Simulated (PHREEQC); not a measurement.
Make-up at 25 °C: 110 mmol/kgw NaH2PO4 and 0.2 mmol/kgw KOH. Closed to the air; pH follows from the charge balance.

Model: ion-association model, phreeqc.dat, run in PHREEQC.

This is a speciation only: nothing precipitates in the calculation.

Q: What pH, specific conductance, ionic strength does the model give?

A: pH 4.56; specific conductance 7470 µS/cm; ionic strength 0.111 mol/kgw.

Complexes and solids missing from the database can't appear.
